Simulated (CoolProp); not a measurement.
100 sccm (0 °C, 1 atm) of nitrogen bubbles through liquid 1,2-dichloroethane at 325.6 K and leaves saturated at a total pressure of 0.15 MPa (ideal gas phase). Each further row changes one setting.

Model: reference Helmholtz-energy equation of state, Thol 2015, in CoolProp.

| case | vapour pressure (kPa) | mole fraction of vapour | delivery (mg/min) | delivery (sccm) | change of delivery for a bath 1 K warmer (%) |
|---|---|---|---|---|---|
| as stated | 34.3 | ___ | 131 | 29.6 | 5.2 |
| bath temperature 330.6 K | ___ | 0.277 | 169 | ___ | 5.3 |
| total pressure 0.3 MPa | 34.3 | 0.114 | ___ | 12.9 | 4.5 |

Fill in the missing entries.


- as stated, mole fraction of vapour: 0.229
- bath temperature 330.6 K, vapour pressure (kPa): 41.5
- bath temperature 330.6 K, delivery (sccm): 38.2
- total pressure 0.3 MPa, delivery (mg/min): 57.0
